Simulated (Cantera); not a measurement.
An isothermal, constant-pressure homogeneous reactor starts with CH4 : O2 : N2 = 0.027 : 0.003 : 1 (molar parts), at 1100 K and 10.0 bar. Integrator tolerance rtol = 1e-08.

Cantera simulation using GRI-Mech 3.0 (53 species, 325 reactions); the numbers are that mechanism's predictions, not measurements. GRI-Mech 3.0 stops at C3 and has no aromatics, soot or wall deposition, so with more carbon than oxygen in the feed, carbon stays in small species such as C2H2 where larger ones or solid carbon would form.

What does this change do: pressure from 10.0 bar to 1.90 bar?


```tsv
quantity	before	after
x(CH4) at 80.0 s	0.0226 (gas-phase equilibrium 0.0187)	0.0247 (gas-phase equilibrium 0.0158)
x(O2) at 80.0 s	3.11e-6 (gas-phase equilibrium <1e-12)	0.00197 (gas-phase equilibrium <1e-12)
x(C2H) at 80.0 s	<1e-12 (gas-phase equilibrium <1e-12)	<1e-12 (gas-phase equilibrium <1e-12)
x(CH2CO) at 80.0 s	6.62e-7 (gas-phase equilibrium 1.92e-9)	2.90e-5 (gas-phase equilibrium 1.24e-9)
x(CO) at 80.0 s	0.00201 (gas-phase equilibrium 0.00577)	0.000657 (gas-phase equilibrium 0.00575)
x(NO) at 80.0 s	2.40e-12 (gas-phase equilibrium <1e-12)	<1e-12 (gas-phase equilibrium <1e-12)
x(C2H2) at 80.0 s	0.000188 (gas-phase equilibrium 1.48e-5)	2.71e-5 (gas-phase equilibrium 0.000133)
```

What does this change do: pressure from 10.0 bar to 2.70 bar?


```
quantity                                              before                                    after
------------------  ----------------------------------------  ---------------------------------------
x(CH4) at 80.0 s       0.0226 (gas-phase equilibrium 0.0187)    0.0236 (gas-phase equilibrium 0.0166)
x(O2) at 80.0 s       3.11e-6 (gas-phase equilibrium <1e-12)   0.00111 (gas-phase equilibrium <1e-12)
x(C2H) at 80.0 s       <1e-12 (gas-phase equilibrium <1e-12)    <1e-12 (gas-phase equilibrium <1e-12)
x(CH2CO) at 80.0 s   6.62e-7 (gas-phase equilibrium 1.92e-9)  3.89e-5 (gas-phase equilibrium 1.39e-9)
x(CO) at 80.0 s      0.00201 (gas-phase equilibrium 0.00577)  0.00130 (gas-phase equilibrium 0.00576)
x(NO) at 80.0 s      2.40e-12 (gas-phase equilibrium <1e-12)  2.03e-12 (gas-phase equilibrium <1e-12)
x(C2H2) at 80.0 s   0.000188 (gas-phase equilibrium 1.48e-5)  6.33e-5 (gas-phase equilibrium 8.87e-5)
```
